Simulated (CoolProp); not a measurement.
R11 along the isotherm 376.2 K: Z from the reference equation and from simpler models built on Tc = 471.1 K, pc = 4.408 MPa, ω = 0.189; each cubic takes its own stable root.

The numbers come from the reference Helmholtz-energy equation of state, Jacobsen 1992 in CoolProp.

```tsv
p (MPa)	phase	reference
0.0209	gas	0.9968
0.0338	gas	0.9947
0.0546	gas	0.9915
0.0882	gas	0.9862
0.142	gas	0.9775
0.23	gas	0.9630
0.372	gas	0.9385
0.601	gas	0.8956
0.97	liquid	0.03363
1.57	liquid	0.05426
2.53	liquid	0.08701
4.09	liquid	0.1396
6.61	liquid	0.2232
```

**Question.** How far does each simpler model (van der Waals, Redlich-Kwong, Soave-Redlich-Kwong, Peng-Robinson) lie from the reference over these 13 states: mean and median of the absolute difference, and the worst?

**Answer.** 
- van der Waals: mean 307.3 %, median 1.8 %, worst +2500.4 % at 376.2 K and 0.97 MPa
- Redlich-Kwong: mean 187.4 %, median 0.5 %, worst +2390.9 % at 376.2 K and 0.97 MPa
- Soave-Redlich-Kwong: mean 3.0 %, median 0.2 %, worst +8.4 % at 376.2 K and 0.97 MPa
- Peng-Robinson: mean 2.0 %, median 0.2 %, worst -5.8 % at 376.2 K and 6.61 MPa

At some of these states van der Waals, Redlich-Kwong gives the other phase, because its saturation line lies elsewhere.
